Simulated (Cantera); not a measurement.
A freely propagating, adiabatic, planar premixed flame of CH4 : O2 : N2 = 1 : 1.33 : 3.6 (molar parts), equivalence ratio 1.5, unburnt at 450 K and 110000 Pa; mixture-averaged transport, grid criteria slope 0.08 and curve 0.16, no radiation.

Cantera simulation using GRI-Mech 3.0 (53 species, 325 reactions); the numbers are that mechanism's predictions, not measurements. Burning velocities carry a grid error of a few per cent, more on coarse grids.

### Question
Predict: laminar burning velocity; thermal thickness; peak x(C2H); peak x(C2H4).

### Answer
```
Item                          Value
------------------------  ---------
laminar burning velocity  54.4 cm/s
thermal thickness          0.456 mm
peak x(C2H)                 4.63e-6
peak x(C2H4)                0.00262
```
